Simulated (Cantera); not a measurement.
Cantera run, input and output.

```python
import numpy as np
import cantera as ct

gas = ct.Solution("gri30.yaml")
gas.TPX = 1575, 500000, {'CH3OH': 1, 'O2': 0.882, 'N2': 3.32}
reactor = ct.IdealGasConstPressureReactor(gas, energy="on", clone=False)
net = ct.ReactorNet([reactor])
net.rtol, net.atol = 1e-08, 1e-16
show = ['CH3OH', 'O2', 'CO2', 'HCO', 'NO', 'CH2O', 'HO2']
times = np.geomspace(3e-06, 0.3, 11)

steps = ct.SolutionArray(gas, extra=["t"])
rows = []
print(f"{'t/s':>10s}{'T/K':>9s}{'P/Pa':>11s}" + "".join(f"{s:>11s}" for s in show))
for t in times:
    while net.time < t:
        t_next = net.step()
        steps.append(gas.state, t=t_next)
    rows.append([np.interp(t, steps.t, y) for y in (steps.T, steps.P, *steps(*show).X.T)])
    print(f"{t:10.3e}{rows[-1][0]:9.1f}{rows[-1][1]:11.4g}" + "".join(f"{x:11.3e}" for x in rows[-1][2:]))
rate = np.gradient(steps.T, steps.t)
print("integrator steps:", len(steps.t))
if steps.T.max() > steps.T[0] + 200:
    print(f"time of steepest temperature rise: {steps.t[rate.argmax()]:.4e} s")
gas.TPX = 1575, 500000, {'CH3OH': 1, 'O2': 0.882, 'N2': 3.32}
gas.equilibrate("HP")
print(f"equilibrium (HP): T = {gas.T:.1f} K  " + "  ".join(f"{s} {gas[s].X[0]:.3e}" for s in show))
```

It prints:

```
       t/s      T/K       P/Pa      CH3OH         O2        CO2        HCO         NO       CH2O        HO2
 3.000e-06   1575.1      5e+05  1.914e-01  1.690e-01  1.880e-05  4.253e-08  5.592e-13  5.533e-04  2.976e-04
 9.487e-06   1579.3      5e+05  1.867e-01  1.666e-01  6.243e-05  9.369e-07  3.936e-12  4.261e-03  9.089e-04
 3.000e-05   2579.1      5e+05  1.474e-13  3.215e-03  4.285e-02  1.326e-06  4.479e-05  1.469e-08  4.472e-06
 9.487e-05   2782.8      5e+05  1.878e-13  6.377e-04  4.414e-02  5.492e-07  2.364e-04  1.849e-08  8.056e-07
 3.000e-04   2781.9      5e+05  1.906e-13  6.106e-04  4.404e-02  5.434e-07  6.467e-04  1.861e-08  7.710e-07
 9.487e-04   2778.3      5e+05  1.939e-13  5.864e-04  4.387e-02  5.411e-07  1.326e-03  1.872e-08  7.420e-07
 3.000e-03   2777.2      5e+05  1.949e-13  5.796e-04  4.382e-02  5.404e-07  1.524e-03  1.875e-08  7.339e-07
 9.487e-03   2777.2      5e+05  1.949e-13  5.796e-04  4.382e-02  5.404e-07  1.525e-03  1.875e-08  7.338e-07
 3.000e-02   2777.2      5e+05  1.949e-13  5.796e-04  4.382e-02  5.404e-07  1.525e-03  1.875e-08  7.338e-07
 9.487e-02   2777.2      5e+05  1.949e-13  5.796e-04  4.382e-02  5.404e-07  1.525e-03  1.875e-08  7.338e-07
 3.000e-01   2777.2      5e+05  1.949e-13  5.796e-04  4.382e-02  5.404e-07  1.525e-03  1.875e-08  7.338e-07
integrator steps: 1737
time of steepest temperature rise: 2.3523e-05 s
equilibrium (HP): T = 2777.2 K  CH3OH 2.012e-13  O2 5.796e-04  CO2 4.382e-02  HCO 5.404e-07  NO 1.525e-03  CH2O 1.875e-08  HO2 7.338e-07
```

Model: GRI-Mech 3.0 (53 species, 325 reactions), integrated in Cantera. GRI-Mech 3.0 was tuned for natural gas; its chemistry of methanol as a main component is partial and can be far from experiment.
